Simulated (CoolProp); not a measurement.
Vapour-liquid equilibrium of R113 (1) + n-hexane (2) at -6.05 °C; x and y are mole fractions of (1).

Computed with CoolProp (multi-fluid Helmholtz-energy mixture model, Marx 1992 and Thol 2019; pair parameters Bell 2016).

```
x     bubble pressure, mixture model (MPa)  bubble pressure, Raoult's law (MPa)  y, mixture model  y, Raoult's law
----  ------------------------------------  -----------------------------------  ----------------  ---------------
0.05                              0.004939                             0.004671             0.165            0.119
0.2                                      …                             0.005691             0.453            0.391
0.35                              0.007641                             0.006711             0.610            0.580
0.5                                      …                             0.007730             0.719            0.720
0.65                              0.009449                             0.008750             0.806            0.827
0.8                                0.01020                             0.009770             0.887            0.911
0.95                                     …                              0.01079             0.970            0.980
```

Task: Some entries are withheld; supply them.

Result: 
- 0.2, bubble pressure, mixture model (MPa): 0.006456
- 0.5, bubble pressure, mixture model (MPa): 0.008612
- 0.95, bubble pressure, mixture model (MPa): 0.01091

The largest gap from Raoult's law is +13.9 % in bubble pressure, at x = 0.35. No azeotrope shows between x = 0.05 and 0.95.

Pair parameters are fitted to limited data, so mixtures are less certain than the pure fluids.
